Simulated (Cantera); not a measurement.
**Ignition delay**

Mixture: 7.58 % CH4, 19.4 % O2, 73.0 % N2, at 830000 Pa, adiabatic and at constant pressure. Ignition delay is the time to a rise of 400 K.

Model: GRI-Mech 3.0 (53 species, 325 reactions), integrated in Cantera.

```csv
T0 (K),delay (ms)
1200,5.18
1250,2.82
1300,1.58
1350,0.909
1400,0.536
1450,0.324
1500,0.200
1550,0.126
```

The apparent activation energy between 1450 and 1550 K comes out as 180 kJ/mol.
